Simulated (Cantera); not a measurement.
An isothermal, constant-pressure homogeneous reactor starts with C2H4 : H2 : N2 = 1 : 2.4 : 0.033 (molar parts), at 1750 K and 0.0263 atm.

Detailed kinetics in Cantera: GRI-Mech 3.0 (53 species, 325 reactions). GRI-Mech 3.0 was tuned for natural gas; its chemistry of ethylene as a main component is partial and can be far from experiment. GRI-Mech 3.0 stops at C3 and has no aromatics, soot or wall deposition, so with more carbon than oxygen in the feed, carbon stays in small species such as C2H2 where larger ones or solid carbon would form. Radical loss at walls, strong at low pressure, is not modelled.

x: mole fraction; the columns are a selection and need not sum to one.

| t (s) | x C2H4 | x H2 | x C2H2 | x CH4 | x CH3 |
|---|---|---|---|---|---|
| 0.000400 | 0.283 | 0.701 | 0.00650 | 1.19e-7 | … |
| 0.00114 | 0.266 | 0.705 | 0.0192 | 1.11e-6 | … |
| 0.00324 | 0.219 | 0.716 | 0.0562 | 7.86e-6 | … |
| 0.00924 | 0.118 | 0.739 | 0.134 | 2.90e-5 | … |
| 0.0263 | 0.0182 | 0.763 | 0.211 | 5.59e-5 | … |
| 0.0750 | 0.000162 | 0.766 | 0.225 | 6.40e-5 | … |
| 0.213 | 0.000152 | 0.766 | 0.225 | 7.71e-5 | … |
| 0.608 | 0.000152 | 0.766 | 0.225 | 0.000121 | … |
| 1.73 | 0.000152 | 0.766 | 0.225 | 0.000239 | … |
| 4.93 | 0.000152 | 0.765 | 0.225 | 0.000494 | … |
| 14.0 | 0.000152 | 0.765 | 0.225 | 0.000701 | 2.32e-5 |
| 40.0 | 0.000152 | 0.765 | 0.225 | 0.000716 | 2.37e-5 |

Task: What belongs in the gaps?

Result: 
- 0.000400, x CH3: 1.77e-8
- 0.00114, x CH3: 5.48e-8
- 0.00324, x CH3: 1.21e-7
- 0.00924, x CH3: 1.47e-7
- 0.0263, x CH3: 2.35e-7
- 0.0750, x CH3: 1.36e-6
- 0.213, x CH3: 2.55e-6
- 0.608, x CH3: 4.00e-6
- 1.73, x CH3: 7.92e-6
- 4.93, x CH3: 1.64e-5
